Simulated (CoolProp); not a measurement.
Saturation properties of n-undecane (Tc = 365.7 °C, pc = 1.990 MPa, ω = 0.539).

Computed with CoolProp (reference Helmholtz-energy equation of state, Aleksandrov 2011). It is a short technical equation, of lower accuracy than the large ones.

```json
[
 {"T (°C)": "106.15", "p (MPa)": "0.005749", "liquid density (kg/m³)": "674.2", "liquid cp (kJ/(kg K))": "2.513", "vapour Z": "?"},
 {"T (°C)": "117.15", "p (MPa)": "0.008951", "liquid density (kg/m³)": "665.5", "liquid cp (kJ/(kg K))": "2.557", "vapour Z": "0.9870"},
 {"T (°C)": "128.25", "p (MPa)": "0.01357", "liquid density (kg/m³)": "656.7", "liquid cp (kJ/(kg K))": "?", "vapour Z": "?"},
 {"T (°C)": "139.35", "p (MPa)": "0.01999", "liquid density (kg/m³)": "647.7", "liquid cp (kJ/(kg K))": "?", "vapour Z": "0.9773"},
 {"T (°C)": "150.45", "p (MPa)": "0.02872", "liquid density (kg/m³)": "638.6", "liquid cp (kJ/(kg K))": "2.693", "vapour Z": "0.9709"},
 {"T (°C)": "161.45", "p (MPa)": "0.04019", "liquid density (kg/m³)": "629.4", "liquid cp (kJ/(kg K))": "2.738", "vapour Z": "?"},
 {"T (°C)": "172.55", "p (MPa)": "0.05525", "liquid density (kg/m³)": "619.9", "liquid cp (kJ/(kg K))": "2.784", "vapour Z": "0.9544"},
 {"T (°C)": "183.65", "p (MPa)": "0.07452", "liquid density (kg/m³)": "610.2", "liquid cp (kJ/(kg K))": "2.831", "vapour Z": "0.9441"},
 {"T (°C)": "194.65", "p (MPa)": "0.09854", "liquid density (kg/m³)": "600.4", "liquid cp (kJ/(kg K))": "2.878", "vapour Z": "0.9323"},
 {"T (°C)": "205.75", "p (MPa)": "0.1286", "liquid density (kg/m³)": "?", "liquid cp (kJ/(kg K))": "2.925", "vapour Z": "?"}
]
```

Q: Fill in the missing entries.

A: 
- 106.15, vapour Z: 0.9904
- 128.25, liquid cp (kJ/(kg K)): 2.602
- 128.25, vapour Z: 0.9827
- 139.35, liquid cp (kJ/(kg K)): 2.647
- 161.45, vapour Z: 0.9633
- 205.75, liquid density (kg/m³): 590.1
- 205.75, vapour Z: 0.9187

It boils at 195.8 °C under 1 atm.
